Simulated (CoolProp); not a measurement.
Vapour-liquid equilibrium of n-butane (1) + cis-2-butene (2) at 198.6 K; x and y are mole fractions of (1).

Computed with CoolProp (multi-fluid Helmholtz-energy mixture model, Bücker 2006 and Lemmon 2005; pair parameters Bell 2016).

| x | bubble pressure (MPa) | y at the bubble point | dew pressure at overall composition x (MPa) | liquid density (mol/L) |
|---|---|---|---|---|
| 0.05 | 0.001262 | 0.082 | 0.001245 | 12.82 |
| 0.15 | 0.001338 | 0.221 | 0.001299 | ? |
| 0.25 | 0.001403 | 0.338 | 0.001354 | 12.55 |
| 0.35 | 0.001460 | 0.442 | 0.001409 | 12.41 |
| 0.45 | ? | 0.537 | 0.001464 | 12.28 |
| 0.55 | 0.001558 | 0.627 | ? | 12.16 |
| 0.65 | 0.001602 | 0.713 | 0.001570 | 12.03 |
| 0.75 | 0.001643 | ? | 0.001620 | ? |
| 0.85 | ? | 0.879 | 0.001668 | 11.79 |
| 0.95 | 0.001719 | 0.960 | ? | 11.68 |

Complete the blanks.


- 0.15, liquid density (mol/L): 12.68
- 0.45, bubble pressure (MPa): 0.001511
- 0.55, dew pressure at overall composition x (MPa): 0.001518
- 0.75, y at the bubble point: 0.797
- 0.75, liquid density (mol/L): 11.91
- 0.85, bubble pressure (MPa): 0.001682
- 0.95, dew pressure at overall composition x (MPa): 0.001714

No azeotrope shows between x = 0.05 and 0.95.

The pair parameters rest on a limited set of measurements; away from them the model extrapolates.
